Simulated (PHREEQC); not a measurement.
Solution (35 °C): 0.038 mol KOH and 0.023 mol CO2 per kg of water. Closed to the air; pH follows from the charge balance.

Computed with PHREEQC (ion-association model, phreeqc.dat).

Question: The ionic strength comes out as 0.0525 mol/kgw. What activity coefficients do HCO3-, OH-, CO3-2, K+ get?

Answer: HCO3- 0.82, OH- 0.81, CO3-2 0.46, K+ 0.81.

No solid was allowed to form.
